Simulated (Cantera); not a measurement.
A perfectly stirred reactor is fed with H2 : O2 : N2 : H2O = 0.83 : 1 : 0.75 : 0.088 (molar parts), equivalence ratio 0.41, at 0.132 atm; it is held at 925 K, and followed from long to short residence time.

Computed with Cantera and GRI-Mech 3.0 (53 species, 325 reactions). Radical loss at walls, strong at low pressure, is not modelled. Below about 950 K walls govern HO2 and H2O2 in real vessels. The temperature is held fixed by assumption; the heat of reaction is taken as removed at once.

Question: Predict: x(H2) at τ = 21.0 s; x(O2) at τ = 21.0 s; x(H2O2) at τ = 21.0 s; x(HO2) at τ = 21.0 s; x(H) at τ = 21.0 s; x(H2) at τ = 0.310 s; x(O2) at τ = 0.310 s; x(H2O2) at τ = 0.310 s; x(HO2) at τ = 0.310 s; x(H) at τ = 0.310 s.

Answer: 
```
Item                      Result
----------------------  --------
x(H2) at τ = 21.0 s      0.00787
x(O2) at τ = 21.0 s        0.262
x(H2O2) at τ = 21.0 s   0.000168
x(HO2) at τ = 21.0 s     3.93e-5
x(H) at τ = 21.0 s       4.47e-7
x(H2) at τ = 0.310 s      0.0258
x(O2) at τ = 0.310 s       0.269
x(H2O2) at τ = 0.310 s   6.55e-5
x(HO2) at τ = 0.310 s    9.37e-5
x(H) at τ = 0.310 s      2.52e-5
```
